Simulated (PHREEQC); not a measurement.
Make-up at 20 °C: 7.5 mmol/kgw CdSO4, 5.9 mmol/kgw KCl and 3.3 mmol/kgw FeSO4. Closed to the air; pH follows from the charge balance.

Equilibrium calculation in PHREEQC: ion-association model, wateq4f.dat.

Each row changes one thing in this solution. This is a speciation only: nothing precipitates in the calculation.

```csv
case,pH,ionic strength (mol/kgw),SO4-2 (mol/kgw),Cl- (mol/kgw),Cd+2 (mol/kgw),CdSO4 (mol/kgw),SI of CdOHCl (CdOHCl),SI of Cd(OH)2 (Cd(OH)2)
as made,6.14,0.0341,0.00730,0.00490,0.00415,0.00219,-2.53,-4.04
KCl from 0.0059 to 0.059 mol/kgw,6.00,0.0844,0.00818,0.0537,0.00208,0.000730,-2.08,-4.73
KCl from 0.0059 to 0.00118 mol/kgw,6.21,0.0298,0.00704,0.000961,0.00458,0.00250,[?],-3.85
FeSO4 replaced by MgSO4 at the same molality,6.26,0.0336,0.00717,0.00490,0.00416,0.00218,-2.41,-3.80
FeSO4 from 0.0033 to 0.00363 mol/kgw,6.14,0.0350,0.00750,0.00491,0.00413,0.00221,-2.54,[?]
diluted 100-fold with water,6.89,0.000481,0.000106,5.86e-5,7.28e-5,1.77e-6,-5.15,-4.06
FeSO4 left out,6.22,0.0253,0.00524,0.00480,0.00437,0.00193,-2.40,-3.83
```

Question: Complete the blanks.

Answer: 
- KCl from 0.0059 to 0.00118 mol/kgw, SI of CdOHCl (CdOHCl): -3.11
- FeSO4 from 0.0033 to 0.00363 mol/kgw, SI of Cd(OH)2 (Cd(OH)2): -4.05
